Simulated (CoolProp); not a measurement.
A simple Rankine cycle with the fluoroketone C6F12O (FK-5-1-12): condensing at 302.15 K, boiler at 0.359 MPa, turbine inlet 404.4 K, turbine efficiency 0.85, pump efficiency 0.8, no recuperator. Each further row changes one setting.

Model: reference Helmholtz-energy equation of state, McLinden 2015, in CoolProp.

| case | thermal efficiency (%) | net work (kJ/kg) | heat in (kJ/kg) | turbine exit temperature (K) | volume ratio over the turbine |
|---|---|---|---|---|---|
| as stated | 9.1 | 16.6 | 184 | 383.0 | 7.80 |
| turbine inlet 424.4 K | 8.7 | 17.6 | 204 | 403.0 | 7.69 |
| condensing temperature 294.15 K | (withheld) | (withheld) | (withheld) | 379.9 | 10.9 |
| boiler pressure 0.251 MPa | 7.5 | 14.0 | 185 | 387.3 | 5.33 |
| turbine efficiency 0.75 | 8.0 | 14.6 | 184 | 385.2 | 7.85 |

**Question.** Complete the blanks.

**Answer.** 
- condensing temperature 294.15 K, thermal efficiency (%): 10.1
- condensing temperature 294.15 K, net work (kJ/kg): 19.4
- condensing temperature 294.15 K, heat in (kJ/kg): 192
